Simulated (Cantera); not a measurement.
An adiabatic, constant-volume homogeneous reactor starts with CO : H2 : O2 : N2 : H2O = 1 : 0.042 : 0.474 : 1.78 : 0.82 (molar parts), equivalence ratio 1.1, at 1748 K and 100000 Pa.

Computed with Cantera and GRI-Mech 3.0 (53 species, 325 reactions).

x: mole fraction; the columns are a selection and need not sum to one.

```json
[
 {"t (s)": "2.00e-6", "T (K)": "1748", "P (bar)": "1.000", "x CO": "0.243", "x H2": "0.0102", "x O2": "0.115", "x N2O": "4.71e-12", "x HO2": "3.76e-7", "x H2O": "0.199"},
 {"t (s)": "4.31e-6", "T (K)": "1748", "P (bar)": "1.000", "x CO": "0.243", "x H2": "0.0102", "x O2": "0.115", "x N2O": "2.00e-11", "x HO2": "6.87e-7", "x H2O": "0.199"},
 {"t (s)": "9.28e-6", "T (K)": "1748", "P (bar)": "1.00", "x CO": "0.243", "x H2": "0.0102", "x O2": "0.115", "x N2O": "2.17e-10", "x HO2": "3.06e-6", "x H2O": "0.199"},
 {"t (s)": "2.00e-5", "T (K)": "1764", "P (bar)": "1.01", "x CO": "0.232", "x H2": "[?]", "x O2": "0.106", "x N2O": "[?]", "x HO2": "[?]", "x H2O": "0.197"},
 {"t (s)": "4.31e-5", "T (K)": "2159", "P (bar)": "1.21", "x CO": "0.117", "x H2": "0.0257", "x O2": "0.0516", "x N2O": "1.11e-7", "x HO2": "1.51e-5", "x H2O": "0.162"},
 {"t (s)": "9.28e-5", "T (K)": "2546", "P (bar)": "1.39", "x CO": "0.105", "x H2": "0.0198", "x O2": "0.0417", "x N2O": "2.16e-7", "x HO2": "8.73e-6", "x H2O": "0.181"},
 {"t (s)": "0.000200", "T (K)": "2742", "P (bar)": "1.47", "x CO": "0.0948", "x H2": "0.0161", "x O2": "0.0352", "x N2O": "4.16e-7", "x HO2": "1.01e-5", "x H2O": "0.191"},
 {"t (s)": "0.000431", "T (K)": "2758", "P (bar)": "1.48", "x CO": "0.0937", "x H2": "0.0159", "x O2": "0.0341", "x N2O": "4.45e-7", "x HO2": "1.02e-5", "x H2O": "0.192"},
 {"t (s)": "0.000928", "T (K)": "2755", "P (bar)": "1.48", "x CO": "0.0938", "x H2": "0.0159", "x O2": "0.0331", "x N2O": "4.52e-7", "x HO2": "9.97e-6", "x H2O": "0.192"},
 {"t (s)": "0.00200", "T (K)": "2750", "P (bar)": "1.48", "x CO": "0.0939", "x H2": "0.0160", "x O2": "0.0318", "x N2O": "4.79e-7", "x HO2": "9.59e-6", "x H2O": "0.192"},
 {"t (s)": "0.00431", "T (K)": "2747", "P (bar)": "1.47", "x CO": "0.0940", "x H2": "0.0160", "x O2": "0.0309", "x N2O": "5.08e-7", "x HO2": "9.32e-6", "x H2O": "0.192"},
 {"t (s)": "0.00928", "T (K)": "2746", "P (bar)": "1.47", "x CO": "0.0940", "x H2": "0.0160", "x O2": "0.0308", "x N2O": "5.14e-7", "x HO2": "9.27e-6", "x H2O": "0.192"},
 {"t (s)": "0.0200", "T (K)": "2746", "P (bar)": "1.47", "x CO": "0.0940", "x H2": "0.0160", "x O2": "0.0308", "x N2O": "5.14e-7", "x HO2": "9.26e-6", "x H2O": "0.192"},
 {"t (s)": "0.0431", "T (K)": "2746", "P (bar)": "1.47", "x CO": "0.0940", "x H2": "0.0160", "x O2": "0.0308", "x N2O": "5.14e-7", "x HO2": "9.26e-6", "x H2O": "0.192"},
 {"t (s)": "0.0928", "T (K)": "2746", "P (bar)": "1.47", "x CO": "0.0940", "x H2": "0.0160", "x O2": "0.0308", "x N2O": "5.14e-7", "x HO2": "9.26e-6", "x H2O": "0.192"},
 {"t (s)": "0.200", "T (K)": "2746", "P (bar)": "1.47", "x CO": "0.0940", "x H2": "0.0160", "x O2": "0.0308", "x N2O": "5.14e-7", "x HO2": "9.26e-6", "x H2O": "0.192"}
]
```

What belongs in the gaps?


- 2.00e-5, x H2: 0.00813
- 2.00e-5, x N2O: 2.28e-8
- 2.00e-5, x HO2: 3.54e-5
